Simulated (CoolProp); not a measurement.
Aqueous calcium chloride as a coolant, at 29 °C, 1 atm.

Values from CoolProp's Melinder's fits for secondary coolants.

```
mass %  freezing point (°C)  conductivity (W/(m K))  density (kg/m³)  Prandtl number  cp (kJ/(kg K))
------  -------------------  ----------------------  ---------------  --------------  --------------
4                      -1.8                   0.609             1029            5.93           3.953
6.7                    -3.4                   0.605             1053            6.14           3.807
9.4                    -5.3                   0.602             1078            6.37           3.660
12.1                   -7.8                   0.598             1104            6.69           3.515
14.8                  -10.8                   0.595             1129            7.11           3.375
17.5                  -14.4                   0.591             1154            7.70           3.243
20.2                  -18.6                   0.588             1179            8.49           3.123
22.9                  -23.9                   0.584             1204            9.54           3.018
25.6                  -30.8                   0.579             1230            10.9           2.927
```
